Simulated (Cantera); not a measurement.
A perfectly stirred reactor is fed with CO : H2 : CH4 : O2 : N2 = 1 : 0.44 : 1.3 : 6.04 : 22.7 (molar parts), equivalence ratio 0.55, at 1.70 bar; it is adiabatic with a 600 K inlet, and is followed from long to short residence time, starting on the burning branch (τ in s: 0.28, 0.13, 0.06, 0.028, 0.013, 0.006, 0.0028, 0.0013, 0.00061, 0.00028, 0.00013, 6.2e-05).

Detailed kinetics in Cantera: GRI-Mech 3.0 (53 species, 325 reactions).

What does this change do: H2 0.44 to 0.65 parts?


```
quantity                                                                       before                                   after
------------------------------------------------  -----------------------------------  --------------------------------------
blow-out, bracketed by the residence times tried  burning at 0.130 ms, out at 62.0 µs  burning at 62.0 µs, the shortest tried
x(CO) at τ = 0.280 s                                                         0.000183                                0.000210
x(H2) at τ = 0.280 s                                                          4.32e-5                                 5.63e-5
x(CH4) at τ = 0.280 s                                                         2.06e-6                                 1.70e-6
x(CH2CO) at τ = 0.280 s                                                      4.47e-11                                3.04e-11
x(NO) at τ = 0.280 s                                                          7.79e-5                                0.000127
x(CO) at τ = 2.80 ms                                                          0.00313                                 0.00315
x(H2) at τ = 2.80 ms                                                         0.000571                                0.000659
x(CH4) at τ = 2.80 ms                                                         4.65e-5                                 4.09e-5
x(CH2CO) at τ = 2.80 ms                                                       7.69e-9                                 6.48e-9
x(NO) at τ = 2.80 ms                                                          1.67e-5                                 2.16e-5
```

What does this change do: inlet temperature 600 to 573 K?


| quantity | before | after |
|---|---|---|
| blow-out, bracketed by the residence times tried | burning at 0.130 ms, out at 62.0 µs | burning at 0.130 ms, out at 62.0 µs |
| x(CO) at τ = 0.280 s | 0.000183 | 0.000173 |
| x(H2) at τ = 0.280 s | 4.32e-5 | 3.93e-5 |
| x(CH4) at τ = 0.280 s | 2.06e-6 | 2.28e-6 |
| x(CH2CO) at τ = 0.280 s | 4.47e-11 | 5.72e-11 |
| x(NO) at τ = 0.280 s | 7.79e-5 | 5.77e-5 |
| x(CO) at τ = 2.80 ms | 0.00313 | 0.00313 |
| x(H2) at τ = 2.80 ms | 0.000571 | 0.000557 |
| x(CH4) at τ = 2.80 ms | 4.65e-5 | 4.98e-5 |
| x(CH2CO) at τ = 2.80 ms | 7.69e-9 | 8.63e-9 |
| x(NO) at τ = 2.80 ms | 1.67e-5 | 1.44e-5 |
